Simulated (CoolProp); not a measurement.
Neopentane along the isobar 4.21 bar: fugacity coefficient from the reference equation and from simpler models built on Tc = 160.6 °C, pc = 31.96 bar, ω = 0.196; each cubic takes its own stable root.

Values from CoolProp's reference Helmholtz-energy equation of state, Lemmon 2006. It is a short technical equation, of lower accuracy than the large ones.

| T (°C) | phase | reference |
|---|---|---|
| 119.25 | gas | 0.9394 |
| 141.75 | gas | 0.9493 |
| 164.35 | gas | 0.9572 |
| 186.85 | gas | 0.9636 |
| 209.35 | gas | 0.9688 |
| 231.85 | gas | 0.9732 |
| 254.35 | gas | 0.9768 |
| 276.85 | gas | 0.9799 |

Q: How far does each simpler model (van der Waals, Redlich-Kwong, Peng-Robinson) lie from the reference over these 8 states: mean and median of the absolute difference, and the worst?

A: 
- van der Waals: mean 0.4 %, median 0.2 %, worst +1.2 % at 119.25 °C and 4.21 bar
- Redlich-Kwong: mean 0.1 %, median 0.1 %, worst -0.2 % at 276.85 °C and 4.21 bar
- Peng-Robinson: mean 0.5 %, median 0.5 %, worst -0.6 % at 119.25 °C and 4.21 bar
